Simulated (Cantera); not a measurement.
An adiabatic, constant-pressure homogeneous reactor starts with H₂ : O₂ : N₂ = 1 : 0.333 : 1.25 (molar parts), equivalence ratio 1.5, at 1098 K and 760 Torr.

Cantera simulation using the H2/O2 subset of GRI-Mech 3.0, which has no nitrogen chemistry; the numbers are that mechanism's predictions, not measurements.

Predict: time of steepest temperature rise; temperature at 1.00 s; equilibrium temperature; x(H₂) at 1.00 s; x(O₂) at 1.00 s; x(O) at 1.00 s; x(HO₂) at 1.00 s; x(H) at 1.00 s; x(H₂O₂) at 1.00 s.


```json
{
 "time_of_steepest_temperature_rise": "95.6 µs",
 "temperature at 1.00 s": "2711 K",
 "equilibrium_temperature": "2711 K",
 "x(H₂) at 1.00 s": "0.143 (gas-phase equilibrium 0.143)",
 "x(O₂) at 1.00 s": "0.000871 (gas-phase equilibrium 0.000871)",
 "x(O) at 1.00 s": "0.00112 (gas-phase equilibrium 0.00112)",
 "x(HO₂) at 1.00 s": "6.46e-7 (gas-phase equilibrium 6.46e-7)",
 "x(H) at 1.00 s": "0.0224 (gas-phase equilibrium 0.0224)",
 "x(H₂O₂) at 1.00 s": "8.80e-8 (gas-phase equilibrium 8.80e-8)"
}
```
